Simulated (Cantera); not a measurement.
Input: 1 mol FeCl₂, 0.042 mol O₂, 75 mol H₂, equilibrated at 75.0 Torr.

Equilibrium computed with Cantera from the NASA thermochemical tables; the gas is ideal and each condensed phase is pure. Candidate condensed phases: Fe, FeCl₂, FeCl₃, FeO, Fe(OH)₂, Fe(OH)₃, Fe₂O₃, Fe₃O₄, H₂O; 22 gas species. Rates play no part.

**Question.** At 1750 °C, list the 5 most abundant gas species with their mole fractions, and the condensed phases.

**Answer.** H₂ 0.963, HCl 0.0244, H 0.00589, Fe 0.00471, H₂O 0.00110. Condensed: Fe(l).
